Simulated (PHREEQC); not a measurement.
# Leach liquor: an equilibrium model

A solution holds 0.053 mol/kgw H2SO4, 0.35 mol/kgw CuSO4 and 0.00037 mol/kgw Na2SO4, at 25 °C. Closed to the air; pH follows from the charge balance.

Model: ion-association model, phreeqc.dat, run in PHREEQC.

This is a speciation only: nothing precipitates in the calculation.

**Question.** Predict the pH, specific conductance, density.

**Answer.** pH 1.65; specific conductance 29000 µS/cm; density 1.054 g/cm³.

**Question.** In which forms is S present?

**Answer.** CuSO4 45 %, SO4-2 36 %, HSO4- 19 % of the S.
